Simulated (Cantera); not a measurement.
What does this Cantera script print?

```python
import numpy as np
import cantera as ct

gas_names = """
    H HO2 H2 H2O H2O2 O OH O2 O3 Pb PbO Pb2
""".split()
cond_names = """
    H2O(s) H2O(L) Pb(cr) Pb(L) PbO(rd) PbO(yw) PbO(L) PbO2(s) Pb3O4(s)
""".split()


def load(file, names, dense=False):
    # The tables refer to 1 bar. Condensed volumes are neglected.
    table = {s.name: s for s in ct.Species.list_from_file(file)}
    out = []
    for n in names:
        d = dict(table[n].input_data)
        d["thermo"] = dict(d["thermo"], **{"reference-pressure": 1e5})
        if dense:
            d["equation-of-state"] = {"model": "constant-volume", "density": "1e6 g/cm^3"}
        out.append(ct.Species.from_dict(d))
    return out


gas = ct.Solution(thermo="ideal-gas", species=load("nasa_gas.yaml", gas_names))
cond = {s.name: ct.Solution(thermo="fixed-stoichiometry", species=[s], name=s.name)
        for s in load("nasa_condensed.yaml", cond_names, dense=True)}
atoms = {
    'Pb': {'Pb': 1},
    'O2': {'O': 2},
    'H2': {'H': 2},
}
top_T = {'Pb3O4(s)': 820}  # K; cautious upper limits of use, not melting points


def equilibrate(T, P, feed):
    n = {}
    for name, mol in feed.items():
        for a, k in atoms[name].items():
            n[a] = n.get(a, 0.0) + k * mol
    gas.TPX = T, P, n
    mass = sum(n.values()) * gas.mean_molecular_weight
    gas.equilibrate("TP")
    valid = [c for c in cond.values() if c.min_temp <= T <= top_T.get(c.name, c.max_temp)]
    mix = ct.Mixture([(gas, mass / gas.mean_molecular_weight)] + [(c, 0.0) for c in valid])
    mix.T, mix.P = T, P
    mix.equilibrate("TP", solver="vcs", rtol=1e-11, max_steps=5000)
    return mix


results = []
feed = {'Pb': 1, 'O2': 0.84, 'H2': 2.6}  # mol
T = 1625  # K
P = 54  # Pa
mix = equilibrate(T, P, feed)
results.append((T, P, feed, dict(zip(mix.species_names, mix.species_moles))))
print(gas.report(threshold=1e-06))
for i in range(1, mix.n_phases):
    print(f"{mix.phase(i).name:16s} {mix.phase_moles(i):12.5e} mol")
```

It prints:

```
       temperature   1625 K
          pressure   54 Pa
           density   0.00026547 kg/m^3
  mean mol. weight   66.423 kg/kmol
   phase of matter   gas

                          1 kg             1 kmol
                     ---------------   ---------------
          enthalpy       -2.2308e+05       -1.4818e+07  J
   internal energy       -4.2649e+05       -2.8329e+07  J
           entropy            4443.1        2.9513e+05  J/K
    Gibbs function       -7.4432e+06        -4.944e+08  J
 heat capacity c_p            560.68             37242  J/K
 heat capacity c_v             435.5             28927  J/K

                      mass frac. Y      mole frac. X     chem. pot. / RT
                     ---------------   ---------------   ---------------
                 H        2.3269e-05         0.0015333           -13.865
                H2         0.0077411           0.25505           -27.729
               H2O           0.12632           0.46575           -52.784
                OH        3.0188e-05         0.0001179            -38.92
                Pb           0.86449           0.27713           -17.652
               PbO         0.0013943        0.00041493           -42.707
     [   +6 minor]        3.3924e-06        1.5522e-06

Pb(L)             0.00000e+00 mol
PbO(L)            0.00000e+00 mol
```

Method: chemical equilibrium by Gibbs-energy minimisation in Cantera with the NASA 1993 tables (ideal gas, pure condensed phases).
